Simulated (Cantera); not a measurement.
Standard-state values (1 bar) from the NASA 1993 polynomials, evaluated with Cantera. Values are per mole of reaction as written; species without (g) are pure solids or liquids, kept so even where they would boil at 1 bar.

4 Cr + N₂(g) → 2 Cr₂N

| T (K) | ΔH° (kJ) | ΔS° (J/K) | ΔG° (kJ) | log10 K |
|---|---|---|---|---|
| 300 | -251.0 | -156.2 | -204.2 | 35.55 |
| 475 | -248.5 | -149.6 | -177.4 | 19.51 |
| 525 | -247.6 | -147.9 | -170.0 | 16.91 |
| 575 | … | … | … | … |
| 625 | … | … | … | … |
| 675 | -244.8 | -143.2 | -148.2 | 11.47 |
| 725 | -243.9 | -141.8 | -141.0 | 10.16 |
| 775 | -242.9 | -140.5 | -134.0 | 9.03 |

Problem. Some entries are withheld; supply them.

Solution. 
- 575, ΔH° (kJ): -246.7
- 575, ΔS° (J/K): -146.2
- 575, ΔG° (kJ): -162.6
- 575, log10 K: 14.77
- 625, ΔH° (kJ): -245.8
- 625, ΔS° (J/K): -144.7
- 625, ΔG° (kJ): -155.4
- 625, log10 K: 12.98
